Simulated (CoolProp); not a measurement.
CF4 (R14) along the isobar 5110 kPa: fugacity coefficient from the reference equation and from simpler models built on Tc = -45.8 °C, pc = 3762 kPa, ω = 0.178; each cubic takes its own stable root.

Values from CoolProp's reference Helmholtz-energy equation of state, Platzer 1990. This equation is an older, rougher fit; its heat capacities, sound speeds and derivatives of the liquid may be far off and weren't checked against measurements.

| T (°C) | phase | reference | Soave-Redlich-Kwong | Peng-Robinson |
|---|---|---|---|---|
| -146.35 | liquid | 0.005607 | 0.005554 | 0.005604 |
| -122.65 | liquid | 0.03403 | 0.03425 | 0.03344 |
| -98.85 | liquid | 0.1147 | 0.1167 | 0.1123 |
| -75.15 | liquid | 0.2642 | 0.2704 | 0.2590 |
| -51.35 | liquid | 0.4712 | 0.4799 | 0.4597 |
| -27.65 | supercritical | 0.6599 | 0.6637 | 0.6365 |
| -3.85 | supercritical | 0.7552 | 0.7617 | 0.7329 |
| 19.95 | supercritical | 0.8183 | 0.8276 | 0.7990 |
| 43.65 | supercritical | 0.8641 | 0.8751 | 0.8475 |
| 67.45 | supercritical | 0.8991 | 0.9105 | 0.8842 |
| 91.15 | supercritical | 0.9261 | 0.9373 | 0.9124 |
| 114.95 | supercritical | 0.9476 | 0.9578 | 0.9345 |
| 138.65 | supercritical | 0.9647 | 0.9737 | 0.9518 |
